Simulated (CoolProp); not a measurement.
The fluid at 350.06 K and 0.148 MPa is throttled through a valve to 0.0198 MPa with no heat exchange. The same conditions are run with several fluids, on thermodynamics alone (safety and materials aside).

Model: reference Helmholtz-energy equation of state of each fluid (R13: Platzer 1990; nitrous oxide: Lemmon 2006; R1132(E): Akasaka 2024; isobutene: Lemmon 2005; isobutane: Bücker 2006), in CoolProp. The equations of Platzer and Polt are older, rougher fits.

Question: Rank R13, nitrous oxide, R1132(E), isobutene, isobutane by temperature change (K), highest first.

Answer: R13 (-0.9), nitrous oxide (-1.0), R1132(E) (-1.3), isobutane (-1.7), isobutene (-2.0)

| fluid | final density (kg/m³) |
|---|---|
| R13 | 0.713 |
| nitrous oxide | 0.300 |
| R1132(E) | 0.438 |
| isobutene | 0.385 |
| isobutane | 0.399 |
